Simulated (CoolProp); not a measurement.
The fluid at 293.15 K and 17.8 MPa flows at 3.9 m/s in a round tube of 100 mm bore and 1.5 µm roughness, fully developed (64/Re and Nu = 3.66 if laminar; Colebrook and Gnielinski if turbulent). The same conditions are run with several fluids, on thermodynamics alone (safety and materials aside).

The numbers come from the reference Helmholtz-energy equation of state of each fluid (R125: Lemmon 2005; R134a: Tillner-Roth 1994; n-pentane: Thol 2019; sulfur hexafluoride: Guder 2009; c-C4F8 (RC318): Platzer 1990) in CoolProp. The equations of Platzer and Polt are older, rougher fits.

Q: Rank R125, R134a, n-pentane, sulfur hexafluoride, c-C4F8 (RC318) by Reynolds number, highest first.

A: sulfur hexafluoride (2920000), R125 (2370000), R134a (1910000), c-C4F8 (RC318) (1120000), n-pentane (1060000)

```tsv
fluid	Darcy friction factor	pressure drop (Pa/m)	heat-transfer coefficient (W/(m² K))	mass flow (kg/h)
R125	0.0107	1090	5150	148000
R134a	0.0109	1080	5490	143000
n-pentane	0.0119	583	4640	71200
sulfur hexafluoride	0.0104	1280	5270	179000
c-C4F8 (RC318)	0.0118	1440	4000	177000
```

Transport values come from each fluid's own correlations; those of R134a, n-pentane, c-C4F8 (RC318) are estimates that may be off by 10 % or more.
